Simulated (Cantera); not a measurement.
An isothermal, constant-pressure homogeneous reactor starts with CH₄ : H₂O = 1 : 0.46 (molar parts), at 1675 K and 1.10 bar.

Computed with Cantera and GRI-Mech 3.0 (53 species, 325 reactions). GRI-Mech 3.0 stops at C3 and has no aromatics, soot or wall deposition, so with more carbon than oxygen in the feed, carbon stays in small species such as C2H2 where larger ones or solid carbon would form.

x: mole fraction; the columns are a selection and need not sum to one.

```csv
t (s),x CH₄,x H₂O,x CH₃,x CH₂,x C₂H₄
0.000800,0.626,0.308,0.00198,[?],0.0127
0.00257,0.502,0.285,0.00143,[?],0.0178
0.00825,0.330,0.249,0.000870,[?],0.00796
0.0265,0.168,0.213,0.000451,[?],0.00578
0.0851,0.0722,0.178,0.000207,[?],0.00619
0.273,0.0445,0.131,0.000129,[?],0.00598
0.878,0.0375,0.0670,0.000104,[?],0.00498
2.82,0.0317,0.0165,8.49e-5,[?],0.00399
9.06,0.0297,0.000515,7.89e-5,1.05e-8,0.00364
29.1,0.0297,1.67e-6,7.87e-5,1.04e-8,0.00363
93.4,0.0297,1.66e-6,7.87e-5,1.04e-8,0.00363
300,0.0297,1.66e-6,7.87e-5,1.04e-8,0.00363
```

Complete the blanks.


- 0.000800, x CH₂: 2.76e-7
- 0.00257, x CH₂: 1.95e-7
- 0.00825, x CH₂: 1.33e-7
- 0.0265, x CH₂: 9.51e-8
- 0.0851, x CH₂: 7.00e-8
- 0.273, x CH₂: 4.76e-8
- 0.878, x CH₂: 2.62e-8
- 2.82, x CH₂: 1.37e-8
